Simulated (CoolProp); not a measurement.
Vapour-liquid equilibrium of ethanol (1) + dimethyl carbonate (2) at 108.45 °C; x and y are mole fractions of (1).

Values from CoolProp's multi-fluid Helmholtz-energy mixture model, Schroeder 2014 and Zhou 2011; pair parameters Bell 2016.

### Question
Give the bubble pressure and the first vapour's composition at x = 0.05, 0.45, 0.95. Is there an azeotrope?

### Answer
x = 0.05: 0.2013 MPa, y = 0.162; x = 0.45: 0.3008 MPa, y = 0.603; x = 0.95: 0.3065 MPa, y = 0.926. y crosses x between x = 0.75 and 0.85: the model has an azeotrope there.

The pair parameters rest on a limited set of measurements; away from them the model extrapolates.
